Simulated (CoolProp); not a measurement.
A single-stage vapour-compression cycle with n-pentane: evaporating at 326.15 K (dew point), condensing at 375.15 K (bubble point), superheat 0 K, subcooling 8 K, compressor efficiency 0.6, no pressure losses. Each further row changes one setting.

Values from CoolProp's reference Helmholtz-energy equation of state, Thol 2019.

| case | cooling COP | pressure ratio | discharge temperature (K) | refrigerating effect (kJ/kg) | volumetric capacity (kJ/m³) |
|---|---|---|---|---|---|
| as stated | 3.28 | 3.55 | 375.2 | 238 | 1180 |
| evaporating temperature 331.15 K | 3.82 | 3.06 | 375.2 | 246 | 1410 |
| condensing temperature 370.15 K | 3.79 | 3.17 | 370.2 | 251 | 1250 |
| subcooling 13 K | … | 3.55 | 375.2 | 251 | 1250 |
| superheat 10 K | 3.35 | 3.55 | 383.0 | … | 1230 |
| compressor efficiency 0.5 | 2.73 | 3.55 | … | 238 | 1180 |

Question: Some entries are withheld; supply them.

Answer: 
- subcooling 13 K, cooling COP: 3.47
- superheat 10 K, refrigerating effect (kJ/kg): 257
- compressor efficiency 0.5, discharge temperature (K): 379.3

The compression ends wet for: as stated; evaporating temperature 331.15 K; condensing temperature 370.15 K; subcooling 13 K.
